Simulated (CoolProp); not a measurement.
Vapour-liquid equilibrium of dimethyl ether (1) + 1-butene (2) at 1.14 MPa; x and y are mole fractions of (1).

Computed with CoolProp (multi-fluid Helmholtz-energy mixture model, Wu 2011 and Lemmon 2005; pair parameters Bell 2016).

| x | bubble temperature (K) | y at the bubble point | dew temperature at overall composition x (K) | liquid density (mol/L) |
|---|---|---|---|---|
| 0.05 | 348.5 | 0.087 | (withheld) | 9.327 |
| 0.2 | (withheld) | 0.308 | (withheld) | 9.869 |
| 0.35 | 336.7 | (withheld) | 340.7 | 10.43 |
| 0.5 | 332.5 | 0.624 | 336.2 | 11.02 |
| 0.65 | 329.0 | (withheld) | 331.7 | 11.66 |
| 0.8 | 326.1 | (withheld) | 327.5 | 12.37 |
| 0.95 | 323.7 | 0.964 | 324.0 | 13.15 |

Q: Some entries are withheld; supply them.

A: 
- 0.05, dew temperature at overall composition x (K): 349.5
- 0.2, bubble temperature (K): 342.0
- 0.2, dew temperature at overall composition x (K): 345.2
- 0.35, y at the bubble point: 0.482
- 0.65, y at the bubble point: 0.746
- 0.8, y at the bubble point: 0.856

No azeotrope shows between x = 0.05 and 0.95.

The pair parameters rest on a limited set of measurements; away from them the model extrapolates.
